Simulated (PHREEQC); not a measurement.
A solution holds 0.018 mol NH3 and 0.012 mol K2CO3 per kg of water, at 25 °C. Closed to the air; pH follows from the charge balance.

Equilibrium calculation in PHREEQC: ion-association model, wateq4f.dat.

Each row changes one thing in this solution. This is a speciation only: nothing precipitates in the calculation.

| case | pH | ionic strength (mol/kgw) |
|---|---|---|
| as made | 11.09 | 0.0352 |
| K2CO3 left out | 10.74 | 0.000568 |
| K2CO3 from 0.012 to 0.0108 mol/kgw | (withheld) | 0.0316 |
| temperature from 25 to 80 °C | 10.16 | 0.0319 |
| NH3 left out | (withheld) | 0.0347 |
| NH3 from 0.018 to 0.036 mol/kgw | 11.13 | 0.0355 |

Question: What belongs in the gaps?

Answer: 
- K2CO3 from 0.012 to 0.0108 mol/kgw, pH: 11.07
- NH3 left out, pH: 11.03

Carbamate, which ammonia and carbonate form, is missing from the database. Away from 25 °C the constants follow the database's enthalpies or fits; those with neither stay at their 25 °C values.
